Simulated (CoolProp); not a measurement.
The numbers come from the reference Helmholtz-energy equation of state, Lemmon 2013 in CoolProp.

Task: For propylene, give the phase and the expansivity (1/kK), fugacity coefficient at 331.1 K and 0.718 MPa.

Result: 
- 331.1 K and 0.718 MPa: gas; expansivity 3.88, fugacity coefficient 0.928
